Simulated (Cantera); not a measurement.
Feed: 1 mol Si, 1.1 mol Cl2, 6.6 mol H2, equilibrated at 798 K and 29000 Pa.

These are equilibrium values from Cantera (NASA tables, ideal gas, pure condensed phases), not measurements of a reactor. Candidate condensed phases: Si; 19 gas species. The tables' values for SiCl3 are old estimates; treat these amounts as uncertain. Kinetics and transport are ignored.

Base state: H2 0.914, SiCl4 0.0552, SiHCl3 0.0283, HCl 0.00157, SiH2Cl2 0.00117, SiCl3 3.66e-5, SiH3Cl 1.11e-5 (mole fractions); condensed: Si(s).

Problem. What changes in the equilibrium state with this change: Cl2 from 1.1 to 1.5 mol?

Solution. 
```csv
species,before,after
H2,0.914,0.886
SiCl4,0.0552,0.0754
SiHCl3,0.0283,0.0352
SiCl3,3.66e-5,4.62e-5
SiH2Cl2,0.00117,0.00133
HCl,0.00157,0.00167
SiH3Cl,1.11e-5,1.15e-5
"Si(s), mol",0.398,0.184
```
